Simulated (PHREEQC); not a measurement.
1.8 g of hydrous ferric oxide (600 m²/g; 0.2 weak and 0.005 strong sites per Fe, Dzombak-Morel constants, diffuse double layer) in 1 kg of water with 0.01 mol/kgw of an inert sodium salt and 2.2 mmol/kgw H3BO3, at 25 °C; the pH is set by adding NaOH or the inert anion's acid. Oxygen is held at 0.21 atm. CO2 from the air is kept out. Precipitation was switched off in this run.

The numbers come from PHREEQC with the ion-association model, wateq4f.dat.

```csv
pH,B sorbed (%),surface charge σ (C/m²),surface potential ψ (mV)
4,0.7,0.221,183
4.67,0.9,0.146,163
5.33,1.1,0.089,139
6,1.2,0.050,110
6.67,1.3,0.025,78
7.33,1.3,0.011,43
8,1.2,0.001,6
8.67,1.0,-0.008,-31
9.33,0.5,-0.021,-66
10,0.2,-0.044,-99
10.67,0.0,-0.081,-128
11.33,0.0,-0.140,-152
12,0.0,-0.236,-166
```
